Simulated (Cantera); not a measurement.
Input (Python, Cantera):

```python
import numpy as np
import cantera as ct

gas = ct.Solution("gri30.yaml", transport_model="mixture-averaged")
show = ['H2O', 'OH', 'N2']

rows = []
print(f"{'T/K':>7s}{'rho':>11s}{'cp':>10s}{'mu':>11s}{'lambda':>11s}{'Pr':>7s}" + "".join(f"{'D_' + s:>11s}" for s in show))
for T in [400, 600, 800, 1000, 1200, 1400, 1600]:
    gas.TPX = T, 12000, {'CO': 0.72, 'H2': 0.075}
    Pr = gas.cp_mass * gas.viscosity / gas.thermal_conductivity
    D = [gas.mix_diff_coeffs_mole[gas.species_index(s)] for s in show]
    rows.append([gas.density, gas.cp_mass, gas.viscosity, gas.thermal_conductivity, Pr, *D])
    print(f"{T:7g}{gas.density:11.4e}{gas.cp_mass:10.1f}{gas.viscosity:11.4e}"
          f"{gas.thermal_conductivity:11.4e}{Pr:7.3f}" + "".join(f"{d:11.4e}" for d in D))
print("SI units: kg/m3, J/kg/K, Pa s, W/m/K, m2/s")
```

It prints:

```
    T/K        rho        cp         mu     lambda     Pr      D_H2O       D_OH       D_N2
    400 9.2217e-02    1149.0 2.1908e-05 4.2449e-02  0.593 3.5479e-04 4.6892e-04 3.0976e-04
    600 6.1478e-02    1185.8 2.9008e-05 5.8084e-02  0.592 7.5395e-04 9.3330e-04 6.1858e-04
    800 4.6108e-02    1239.5 3.5144e-05 7.3071e-02  0.596 1.2625e-03 1.5117e-03 1.0034e-03
   1000 3.6887e-02    1286.5 4.0686e-05 8.7471e-02  0.598 1.8664e-03 2.1929e-03 1.4566e-03
   1200 3.0739e-02    1324.5 4.5816e-05 1.0131e-01  0.599 2.5565e-03 2.9692e-03 1.9729e-03
   1400 2.6348e-02    1354.5 5.0634e-05 1.1461e-01  0.598 3.3263e-03 3.8346e-03 2.5486e-03
   1600 2.3054e-02    1377.9 5.5205e-05 1.2739e-01  0.597 4.1712e-03 4.7846e-03 3.1804e-03
SI units: kg/m3, J/kg/K, Pa s, W/m/K, m2/s
```

Computed with Cantera and GRI-Mech 3.0 (53 species, 325 reactions).
